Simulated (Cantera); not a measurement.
A closed system holds: 1 mol AlI3, 7.7 mol H2O, 3 mol N2, equilibrated at 1673.15 K and 10.0 Torr.

Equilibrium computed with Cantera from the NASA thermochemical tables; the gas is ideal and each condensed phase is pure. Candidate condensed phases: Al, AlI3, AlN, Al2O3, H2O, I2; 41 gas species. Equilibrium is a limit: real reactors are often held back by kinetics, nucleation or transport.

Base state: H2O 0.455, N2 0.220, I 0.207, H2 0.104, HI 0.0126, H 0.000318, I2 0.000104, OH 6.72e-5 (mole fractions); condensed: Al2O3(s).

**Question.** What changes in the equilibrium state with this change: H2O from 7.7 to 1.6 mol?

**Answer.** 
```tsv
species	before	after
N2	0.220	0.401
I	0.207	0.370
H2	0.104	0.185
H2O	0.455	0.0134
HI	0.0126	0.0301
OH	6.72e-5	1.48e-6
I2	0.000104	0.000331
Al2O3(s), mol	0.500	0.500
```
